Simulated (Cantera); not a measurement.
Feed: 1 mol CH3Cl, 0.7 mol F2, equilibrated at 28.0 Pa.

Equilibrium computed with Cantera from the NASA thermochemical tables; the gas is ideal and each condensed phase is pure. Candidate condensed phases: C, C6H6, C7H8, C8H18; 135 gas species. Ions and electrons are included (thermal ionisation). Rates play no part. All values below are at 3977 °C.

Base state: H 0.469, F 0.219, Cl 0.156, C 0.156, HF 0.000161, e- 0.000115, C+ 0.000110, C2 6.15e-5 (mole fractions); condensed: gas only.

What changes in the equilibrium state with this change: CH3Cl replaced by CCl4?


```tsv
species	before	after
Cl	0.156	0.625
F	0.219	0.219
C	0.156	0.156
H	0.469	0
HF	0.000161	0
H2	1.07e-5	0
C+	0.000110	0.000107
```
